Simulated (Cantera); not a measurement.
Charge: 1 mol Si3N4, 1.3 mol CO2, 340 mol N2, held at 9.00 Torr.

These are equilibrium values from Cantera (NASA tables, ideal gas, pure condensed phases), not measurements of a reactor. Candidate condensed phases: C, Si, SiC, SiO2, Si2N2O, Si3N4; 34 gas species. Mutual solubility and eutectic melting of coexisting phases are not modelled. The numbers say what is thermodynamically allowed, not how fast it happens.

Problem. What share of the Si ends up in condensed phases as a function of T (K), at 1148, 1198, 1248, 1298, 1348, 1398, 1448, 1498, 1548, 1598, 1648, 1698, 1748?

Solution. 
| T (K) | Si condensed (%) | as |
|---|---|---|
| 1148 | 100.0 | Si2N2O(s) |
| 1198 | 100.0 | Si2N2O(s) |
| 1248 | 100.0 | Si2N2O(s) |
| 1298 | 100.0 | Si2N2O(s) |
| 1348 | 100.0 | Si2N2O(s) |
| 1398 | 100.0 | Si2N2O(s) |
| 1448 | 99.9 | Si2N2O(s) |
| 1498 | 99.8 | SiC(s) + Si2N2O(s) |
| 1548 | 99.1 | SiC(s) + Si2N2O(s) |
| 1598 | 96.7 | SiC(s) + Si2N2O(s) |
| 1648 | 89.5 | SiC(s) + Si2N2O(s) |
| 1698 | 69.6 | SiC(s) + Si2N2O(s) |
| 1748 | 35.5 | SiC(s) + Si3N4(s) |
